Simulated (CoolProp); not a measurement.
Properties of C3F8 (R218) along the isobar 13.1 MPa (Tc = 345.0 K, pc = 2.640 MPa, ω = 0.317).

Computed with CoolProp (reference Helmholtz-energy equation of state, Lemmon 2006). It is a short technical equation, of lower accuracy than the large ones.

```tsv
T (K)	phase	Joule-Thomson coefficient (K/MPa)	fugacity coefficient
310.6	liquid	-0.1090	0.1365
326.8	liquid	-0.02751	0.1832
343	liquid	0.07100	0.2358
359.1	supercritical	0.1883	0.2923
375.3	supercritical	0.3265	0.3518
391.5	supercritical	0.4823	0.4122
407.7	supercritical	0.6475	0.4718
423.8	supercritical	0.8073	0.5291
440	supercritical	0.9465	0.5838
```
